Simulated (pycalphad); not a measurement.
All values are pycalphad results on the COST 507 light-alloy database (1999) (1 atm), not direct measurements. The database dates from 1999; later assessments differ in places, in temperatures and in the compounds included. Diffusion is slow at the low end, where real alloys seldom reach equilibrium.

## Ti-0.52Hf-1.42B (at.%): equilibrium cooling sequence

| T (K) | phases above | phases below |
|---|---|---|
| 1909.6 | LIQUID | BCC_A2 + LIQUID |
| 1814.1 | BCC_A2 + LIQUID | BCC_A2 + BM |
| 1152.2 | BCC_A2 + BM | BCC_A2 + BM + HCP_A3 |
| 1150.8 | BCC_A2 + BM + HCP_A3 | BM + HCP_A3 |

Changes were sought between steps of 40 K, so a narrower field can be missed.

Database names, with the compositions (at.%) that they take in these runs: BM: Ti 50 B 50. BCC_A2 is bcc; HCP_A3 is hcp.
